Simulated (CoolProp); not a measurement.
Aqueous potassium acetate as a coolant, at -7 °C, 1 atm.

Model: Melinder's fits for secondary coolants, in CoolProp.

| mass % | freezing point (°C) | cp (kJ/(kg K)) | density (kg/m³) | viscosity (mPa s) | conductivity (W/(m K)) |
|---|---|---|---|---|---|
| 18.3 | -9.8 | 3.523 | [?] | 3.62 | 0.498 |
| 21.8 | -12.8 | 3.417 | 1120 | 4.02 | 0.488 |
| 25.2 | -16.5 | [?] | 1140 | 4.51 | 0.479 |
| 28.7 | -21.1 | 3.213 | 1160 | 5.16 | 0.469 |
| 32.1 | -26.6 | 3.114 | 1181 | 5.96 | 0.460 |
| 35.6 | -33.1 | 3.013 | 1201 | 7.02 | 0.451 |
| 39.1 | [?] | 2.916 | 1222 | 8.38 | 0.443 |

Problem. Complete the blanks.

Solution. 
- 18.3, density (kg/m³): 1100
- 25.2, cp (kJ/(kg K)): 3.316
- 39.1, freezing point (°C): -40.2
